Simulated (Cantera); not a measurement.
# Premixed flame

A freely propagating, adiabatic, planar premixed flame of 43.4 % H2, 8.33 % O2, 30.9 % N2, 17.4 % H2O, equivalence ratio 2.6, unburnt at 650 K and 760 Torr; mixture-averaged transport, grid criteria slope 0.08 and curve 0.16, no radiation.

Computed with Cantera and the H2/O2 subset of GRI-Mech 3.0, which has no nitrogen chemistry. Burning velocities carry a grid error of a few per cent, more on coarse grids.

```tsv
z (mm)	T (K)	u (m/s)	x H2	x O2	x H2O	x OH	x H2O2	x H
-1.29	650	6.92	0.434	0.0833	0.174	<1e-8	<1e-8	<1e-8
-0.858	650	6.92	0.434	0.0833	0.174	<1e-8	<1e-8	<1e-8
-0.644	650	6.92	0.434	0.0833	0.174	<1e-8	<1e-8	<1e-8
-0.429	650	6.92	0.434	0.0834	0.174	<1e-8	1.58e-8	1.53e-7
-0.215	688	7.25	0.427	0.0830	0.178	5.71e-5	7.43e-6	0.000262
-0.107	875	9.04	0.401	0.0764	0.200	0.000358	1.14e-5	0.00421
0	1165	11.8	0.348	0.0542	0.252	0.000861	2.57e-6	0.0204
0.107	1377	13.8	0.294	0.0232	0.314	0.00167	9.81e-7	0.0397
0.215	1483	14.9	0.270	0.00703	0.346	0.00200	6.46e-7	0.0465
0.429	1571	15.7	0.265	0.000766	0.360	0.00210	4.26e-7	0.0425
0.858	1649	16.4	0.271	0.000132	0.363	0.00195	2.65e-7	0.0324
1.72	1718	16.9	0.277	6.14e-5	0.366	0.00159	1.40e-7	0.0222
3.43	1772	17.4	0.282	2.65e-5	0.368	0.00113	6.42e-8	0.0141
```
x: mole fraction of selected species; z is measured from the peak of heat release.

```yaml
laminar_burning_velocity: 692 cm/s
thermal_thickness: 0.429 mm
peak x(OH): 0.00210
peak x(H2O2): 1.27e-5
peak x(H): 0.0467
grid_points: 108
```
